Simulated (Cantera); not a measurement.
Cantera run, input and output.

```python
import numpy as np
import cantera as ct

gas = ct.Solution("gri30.yaml")


def delay(T, t_max=10):
    gas.TPX = T, 1700000, {'CH3OH': 1, 'O2': 0.714, 'N2': 2.69, 'H2O': 0.012}
    reactor = ct.IdealGasConstPressureReactor(gas, clone=False)
    net = ct.ReactorNet([reactor])
    net.rtol, net.atol = 1e-8, 1e-16
    while net.time < t_max:
        t_old, T_old = net.time, reactor.T
        net.step()
        if reactor.T > T + 400:  # ignition: a rise of 400 K
            return t_old + (T + 400 - T_old) / (reactor.T - T_old) * (net.time - t_old)
    return np.nan


taus = []
for T in [1300, 1400, 1500, 1600, 1700, 1800, 1900, 2000, 2100, 2200]:
    taus.append(delay(T))
    print(f"T0 = {T:6g} K   tau = {taus[-1]:.4e} s")
```

It prints:

```
T0 =   1300 K   tau = 1.8210e-04 s
T0 =   1400 K   tau = 4.8994e-05 s
T0 =   1500 K   tau = 1.6299e-05 s
T0 =   1600 K   tau = 6.4944e-06 s
T0 =   1700 K   tau = 2.9932e-06 s
T0 =   1800 K   tau = 1.5457e-06 s
T0 =   1900 K   tau = 8.7489e-07 s
T0 =   2000 K   tau = 5.3606e-07 s
T0 =   2100 K   tau = 3.5324e-07 s
T0 =   2200 K   tau = 2.4965e-07 s
```

Cantera simulation using GRI-Mech 3.0 (53 species, 325 reactions); the numbers are that mechanism's predictions, not measurements. GRI-Mech 3.0 was tuned for natural gas; its chemistry of methanol as a main component is partial and can be far from experiment. The pressure lies above the range GRI-Mech 3.0 was tuned for (to about 10 atm).
